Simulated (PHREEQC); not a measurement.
PHREEQC input (ion-association model, phreeqc.dat):

```
SOLUTION 1
  temp 25
  units mol/kgw
  pH 7 charge
  Cl 0.011
  K 0.011
END
SELECTED_OUTPUT 1
  -reset false
  -pH true
  -pe true
  -ionic_strength true
  -water true
  -totals C Ca Cl F K C(-4) C(4)
  -molalities H+ Ca+2 K+ Cl- CO3-2 F- OH- O2 HCO3- CO2
    (CO2)2 HF HF2- CaOH+ CaCO3 CaHCO3+
  -equilibrium_phases Fluorite Calcite Sylvite
PRINT
  -reset false
USE solution 1
EQUILIBRIUM_PHASES 1
  Fluorite 0 0.5
  Calcite 0 0
  Sylvite 0 0
  O2(g) -0.68 10
  CO2(g) -5 10
END
# ... the last block is repeated for the other 10 points of log pCO2 (atm)
```

Selected output (columns that matter, 10 of 11 rows; log pCO2 (atm) added in front):

```
log pCO2 (atm)	pH	mu	C	Ca	F	m_H+	m_Ca+2	m_F-	m_OH-	m_CO2	m_HF	Fluorite
-5	6.4894	0.011689	8.5987e-07	0.00022946	0.00045892	3.5675e-07	0.00022946	0.00045872	3.4958e-08	3.3936e-07	1.9857e-07	0.49977
-4.5	6.249	0.011689	2.0194e-06	0.00022951	0.00045902	6.2052e-07	0.00022951	0.00045867	2.0098e-08	1.0732e-06	3.4536e-07	0.49977
-4	6.0022	0.01169	5.0883e-06	0.0002296	0.0004592	1.0955e-06	0.00022959	0.00045858	1.1384e-08	3.3936e-06	6.0962e-07	0.49977
-3.5	5.7531	0.011691	1.3752e-05	0.00022976	0.00045952	1.9438e-06	0.00022975	0.00045843	6.4161e-09	1.0732e-05	1.0813e-06	0.49977
-3	5.5034	0.011694	3.9311e-05	0.00023005	0.00046009	3.4544e-06	0.00023004	0.00045817	3.6104e-09	3.3936e-05	1.9204e-06	0.49977
-2	5.0033	0.011705	0.00035634	0.00023146	0.00046292	1.0926e-05	0.00023143	0.00045685	1.1415e-09	0.00033934	6.0562e-06	0.49977
-1.5	4.7531	0.011718	0.0011032	0.00023307	0.00046614	1.9441e-05	0.00023301	0.00045536	6.4163e-10	0.001073	1.074e-05	0.49977
-1	4.5027	0.011742	0.0034458	0.00023592	0.00047185	3.4603e-05	0.00023582	0.00045278	3.6053e-10	0.0033917	1.9004e-05	0.49976
-0.5	4.2522	0.011784	0.010812	0.00024096	0.00048193	6.1615e-05	0.00024077	0.00044832	2.0251e-10	0.010713	3.3494e-05	0.49976
0	4.0018	0.011858	0.033958	0.00024981	0.00049963	0.00010971	0.00024947	0.00044082	1.1376e-10	0.033747	5.8607e-05	0.49975
```
